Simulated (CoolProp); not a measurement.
Vapour-liquid equilibrium of carbon dioxide (1) + R124 (2) at 0.722 MPa; x and y are mole fractions of (1).

Values from CoolProp's multi-fluid Helmholtz-energy mixture model, Span 1996 and de Vries 1995; pair parameters Bell 2016.

```csv
x,"bubble temperature, mixture model (K)","bubble temperature, Raoult's law (K)","y, mixture model","y, Raoult's law"
0.05,305.0,300.1,0.341,0.466
0.2,273.5,268.4,0.784,0.850
0.35,256.6,252.6,0.906,0.937
0.5,245.6,242.6,0.954,0.970
0.65,237.5,235.5,0.978,0.985
0.8,231.1,230.1,0.991,0.994
0.95,226.0,225.8,0.998,0.999
```

The largest gap from Raoult's law is +5.1 K in bubble temperature, at x = 0.2. No azeotrope shows between x = 0.05 and 0.95.

Pair parameters are fitted to limited data, so mixtures are less certain than the pure fluids.
